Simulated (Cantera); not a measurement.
**Abatement and gas-phase synthesis: SO2 + H2 + N2**

Input: 1 mol SO2, 0.12 mol H2, 6.4 mol N2, held at 1575 K and 0.133 bar.

These are equilibrium values from Cantera (NASA tables, ideal gas, pure condensed phases), not measurements of a reactor. Candidate condensed phases: H2O, H2SO4, S; 35 gas species. Equilibrium is a limit: real reactors are often held back by kinetics, nucleation or transport.

```
Item                                Result
-------------------------------  ---------
x(N2)                                0.854
x(SO2)                               0.125
x(H2O)                              0.0149
x(S2)                              0.00311
x(SO)                              0.00189
x(H2)                             0.000998
x(S2O)                            0.000138
x(H2S)                             5.22e-5
x(SH)                              3.79e-5
gas amount                       7.495 mol
log10 activity of S(l) (absent)      -2.98
```
